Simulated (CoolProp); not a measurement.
Vapour-liquid equilibrium of carbon dioxide (1) + n-butane (2) at 6.85 °C; x and y are mole fractions of (1).

Values from CoolProp's multi-fluid Helmholtz-energy mixture model, Span 1996 and Bücker 2006; pair parameters Kunz 2012.

```csv
x,"bubble pressure, mixture model (MPa)","bubble pressure, Raoult's law (MPa)","y, mixture model","y, Raoult's law"
0.05,0.4332,0.3342,0.684,0.622
0.15,1.031,0.7370,0.862,0.847
0.25,1.558,1.140,0.906,0.913
0.35,1.984,1.543,0.925,0.944
0.45,2.323,1.945,0.936,0.962
0.55,2.607,2.348,0.944,0.975
0.65,2.876,2.751,0.951,0.983
0.75,3.162,3.154,0.960,0.989
0.85,3.497,3.557,0.971,0.994
0.95,3.910,3.959,0.988,0.998
```

The largest gap from Raoult's law is +39.9 % in bubble pressure, at x = 0.15. No azeotrope shows between x = 0.05 and 0.95.

Pair parameters are fitted to limited data, so mixtures are less certain than the pure fluids. The gap from Raoult's law changes sign with composition, which may be real or a fault of the pair parameters; it wasn't checked against measurements.
